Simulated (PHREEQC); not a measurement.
Consider water at 25 °C with 3.9 mol NaOH, 0.05 mol Na2SO4 and 0.00069 mol H4SiO4 per kg of water. Closed to the air; pH follows from the charge balance.

Model: Pitzer model, pitzer.dat, run in PHREEQC.

```json
[
 {"quantity": "pH", "before": "14.68", "after": "13.09"},
 {"quantity": "H3SiO4- (mol/kgw)", "before": "5.00e-7", "after": "6.18e-7"},
 {"quantity": "SI of Mirabilite (Na2SO4:10H2O)", "before": "-1.49", "after": "-3.14"},
 {"quantity": "SI of Thenardite (Na2SO4)", "before": "-1.69", "after": "-1.49"}
]
```

Which change was made?
A. NaOH left out
B. NaOH from 3.9 to 1.95 mol/kgw
C. diluted 2-fold with water
D. diluted 100-fold with water
E. temperature from 25 to 90 °C

E, temperature from 25 to 90 °C

Precipitation was switched off in this run. In brines, pH and single-ion activities rest on the MacInnes convention. Constants without temperature data keep their 25 °C values here.
